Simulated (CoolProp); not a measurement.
Acetone along the isotherm 550 K: density (kg/m³) from the reference equation and from simpler models built on Tc = 508.1 K, pc = 4.692 MPa, ω = 0.307; each cubic takes its own stable root.

The numbers come from the reference Helmholtz-energy equation of state, Lemmon 2006 in CoolProp. It is a short technical equation, of lower accuracy than the large ones.

```
p (MPa)          phase  reference
-------  -------------  ---------
3.35               gas      55.45
6.7      supercritical      185.1
10.1     supercritical      389.5
13.4     supercritical      447.1
16.8     supercritical      480.4
20.1     supercritical      503.3
23.5     supercritical      521.9
26.8     supercritical      536.8
30.2     supercritical      550.0
33.5     supercritical      561.3
36.9     supercritical      571.7
40.2     supercritical      580.8
43.6     supercritical      589.4
46.9     supercritical      597.1
```

Question: How far does each simpler model (ideal gas, Redlich-Kwong, Soave-Redlich-Kwong, Peng-Robinson) lie from the reference over these 14 states: mean and median of the absolute difference, and the worst?

Answer: 
- ideal gas: mean 34.4 %, median 33.4 %, worst -67.1 % at 550 K and 10.1 MPa
- Redlich-Kwong: mean 16.7 %, median 18.6 %, worst -21.7 % at 550 K and 10.1 MPa
- Soave-Redlich-Kwong: mean 19.4 %, median 19.9 %, worst -27.2 % at 550 K and 10.1 MPa
- Peng-Robinson: mean 11.8 %, median 11.4 %, worst -20.9 % at 550 K and 10.1 MPa
